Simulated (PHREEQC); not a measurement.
Solution (20 °C): 63 mmol/kgw NH4Cl, 24 mmol/kgw Na2SO4 and 13 mmol/kgw NaCl. Closed to the air; pH follows from the charge balance.

All values are PHREEQC results (ion-association model, phreeqc.dat), not measurements.

| quantity | before | after |
|---|---|---|
| pH | 5.54 | 6.32 |
| ionic strength (mol/kgw) | 0.136 | 0.00148 |
| NH4+ (mol/kgw) | 0.0587 | 0.000628 |
| SO4-2 (mol/kgw) | 0.0179 | 0.000238 |
| NH4SO4- (mol/kgw) | 0.00431 | 1.62e-6 |
| NaSO4- (mol/kgw) | 0.00174 | 5.94e-7 |
| SI of Halite (NaCl) | -4.15 | -7.94 |

**Question.** Which change was made?
A. diluted 10-fold with water
B. diluted 2-fold with water
C. temperature from 20 to 50 °C
D. diluted 100-fold with water
E. 0.024 mol/kgw LiCl added

**Answer.** D, diluted 100-fold with water

No solid was allowed to form.
